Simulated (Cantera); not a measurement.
What does this Cantera script print?

```python
import numpy as np
import cantera as ct

gas = ct.Solution("gri30.yaml")
gas.TPX = 400, 630000, {'CO': 1, 'H2': 0.026, 'O2': 0.615, 'N2': 2.31}
flame = ct.FreeFlame(gas, width=0.011)
flame.set_refine_criteria(ratio=3, slope=0.08, curve=0.16)
flame.transport_model = "mixture-averaged"
flame.solve(loglevel=0, auto=True)
z, T = flame.grid, flame.T
thick = (T[-1] - T[0]) / np.gradient(T, z).max()
show = ['CO', 'H2', 'O2', 'H2O2', 'NO2', 'CO2']
print(f"laminar burning velocity  {flame.velocity[0] * 100:.3f} cm/s")
print(f"burnt temperature         {T[-1]:.1f} K")
print(f"thermal thickness         {thick * 1e3:.4f} mm")
print(f"grid points               {len(z)}")
z0 = z[flame.heat_release_rate.argmax()]
print(f"{'z/mm':>9s}{'T/K':>9s}{'u/(m/s)':>9s}" + "".join(f"{s:>11s}" for s in show))
rows = []
for k in (-3, -2, -1.5, -1, -0.5, -0.25, 0, 0.25, 0.5, 1, 2, 4, 8):
    zz = z0 + k * thick
    rows.append([k * thick, np.interp(zz, z, T), np.interp(zz, z, flame.velocity),
                 *(np.interp(zz, z, flame.X[gas.species_index(s)]) for s in show)])
    print(f"{rows[-1][0] * 1e3:9.3f}{rows[-1][1]:9.1f}{rows[-1][2]:9.3f}" + "".join(f"{x:11.3e}" for x in rows[-1][3:]))
```

Result:

```
laminar burning velocity  25.751 cm/s
burnt temperature         2388.1 K
thermal thickness         0.1670 mm
grid points               124
     z/mm      T/K  u/(m/s)         CO         H2         O2       H2O2        NO2        CO2
   -0.501    400.0    0.258  2.531e-01  6.475e-03  1.557e-01  5.788e-09  1.105e-10  1.875e-07
   -0.334    400.5    0.258  2.532e-01  6.210e-03  1.557e-01  9.968e-08  2.407e-09  4.726e-06
   -0.250    402.7    0.259  2.532e-01  5.810e-03  1.557e-01  6.160e-07  1.762e-08  3.861e-05
   -0.167    420.9    0.270  2.523e-01  4.900e-03  1.554e-01  5.300e-06  1.928e-07  5.048e-04
   -0.083    651.1    0.415  2.350e-01  2.909e-03  1.471e-01  5.851e-05  2.909e-06  1.414e-02
   -0.042   1056.9    0.661  1.956e-01  1.633e-03  1.272e-01  5.909e-05  1.223e-06  5.483e-02
    0.000   1510.8    0.915  1.362e-01  5.198e-04  9.515e-02  1.173e-06  3.152e-07  1.241e-01
    0.042   1793.7    1.061  9.189e-02  2.390e-04  7.132e-02  2.776e-07  3.571e-07  1.784e-01
    0.083   1952.0    1.140  6.881e-02  2.236e-04  5.998e-02  1.592e-07  4.318e-07  2.070e-01
    0.167   2107.4    1.216  4.938e-02  1.934e-04  5.135e-02  8.789e-08  5.941e-07  2.311e-01
    0.334   2229.9    1.274  3.431e-02  1.384e-04  4.491e-02  4.863e-08  7.854e-07  2.494e-01
    0.668   2315.7    1.314  2.295e-02  9.242e-05  3.990e-02  2.906e-08  8.494e-07  2.630e-01
    1.336   2366.3    1.338  1.586e-02  6.405e-05  3.664e-02  2.056e-08  8.685e-07  2.714e-01
```

Computed with Cantera and GRI-Mech 3.0 (53 species, 325 reactions). The hydrogen kinetics of GRI-Mech 3.0 are dated; newer H2 mechanisms differ, most at raised pressure. Burning velocities carry a grid error of a few per cent, more on coarse grids.
